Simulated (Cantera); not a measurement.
**Diamond growth**

A diamond (100) surface in a fixed gas of H2 with x(CH4) = 0.0022, x(H) = 0.00027, at 1200 K, 105 Torr; coverages are run to steady state.

Cantera simulation using the Harris–Goodwin 1993 mechanism for the reconstructed diamond (100) surface; the numbers are that mechanism's predictions, not measurements.

```json
[
 {"x(CH3)": "1e-06", "growth (µm/h)": "0.00944", "θ c6HH": "0.523", "θ c6H*": "0.0336", "θ c6*H": "0.430", "θ c6**": "0.0123", "θ c6HM": "3.56e-5"},
 {"x(CH3)": "2.1e-06", "growth (µm/h)": "0.0198", "θ c6HH": "0.523", "θ c6H*": "0.0336", "θ c6*H": "0.430", "θ c6**": "0.0123", "θ c6HM": "7.47e-5"},
 {"x(CH3)": "4.3e-06", "growth (µm/h)": "0.0405", "θ c6HH": "0.523", "θ c6H*": "0.0336", "θ c6*H": "0.430", "θ c6**": "0.0123", "θ c6HM": "0.000153"},
 {"x(CH3)": "8.8e-06", "growth (µm/h)": "0.0828", "θ c6HH": "0.523", "θ c6H*": "0.0336", "θ c6*H": "0.430", "θ c6**": "0.0123", "θ c6HM": "0.000313"},
 {"x(CH3)": "1.8e-05", "growth (µm/h)": "0.169", "θ c6HH": "0.523", "θ c6H*": "0.0336", "θ c6*H": "0.430", "θ c6**": "0.0122", "θ c6HM": "0.000639"},
 {"x(CH3)": "3.8e-05", "growth (µm/h)": "0.354", "θ c6HH": "0.522", "θ c6H*": "0.0335", "θ c6*H": "0.429", "θ c6**": "0.0121", "θ c6HM": "0.00134"},
 {"x(CH3)": "7.8e-05", "growth (µm/h)": "0.719", "θ c6HH": "0.521", "θ c6H*": "0.0334", "θ c6*H": "0.428", "θ c6**": "0.0119", "θ c6HM": "0.00274"},
 {"x(CH3)": "0.00016", "growth (µm/h)": "1.44", "θ c6HH": "0.518", "θ c6H*": "0.0332", "θ c6*H": "0.425", "θ c6**": "0.0115", "θ c6HM": "0.00555"},
 {"x(CH3)": "0.00033", "growth (µm/h)": "2.83", "θ c6HH": "0.513", "θ c6H*": "0.0328", "θ c6*H": "0.420", "θ c6**": "0.0106", "θ c6HM": "0.0112"}
]
```
θ: site fractions in the mechanism's names (c6HH fully hydrogenated, c6H* and c6*H radical sites, c6** diradical, c6HM methylated).
